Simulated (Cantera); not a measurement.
# SiCl4 + NH3 (silicon nitride deposition)

A closed system holds: 1 mol SiCl4, 9.7 mol NH3, equilibrated at 1398.15 K and 0.180 Torr.

Cantera equilibrium calculation (NASA polynomials, part measured and part estimated; ideal gas, pure solids and liquids). Candidate condensed phases: NH4Cl, Si, Si3N4; 28 gas species. The tables' values for SiCl3 are old estimates; treat these amounts as uncertain. Kinetics and transport are ignored.

x(H2): 0.619
x(N2): 0.214
x(HCl): 0.144
x(SiCl2): 0.0223
x(SiCl3): 0.000320
x(H): 0.000241
x(Cl): 4.62e-5
x(SiCl4): 1.96e-5
x(SiHCl3): 5.90e-6
n(Si3N4(s)): 0.174 mol
gas amount: 21.05 mol
log10 activity of Si(s) (absent): -0.65
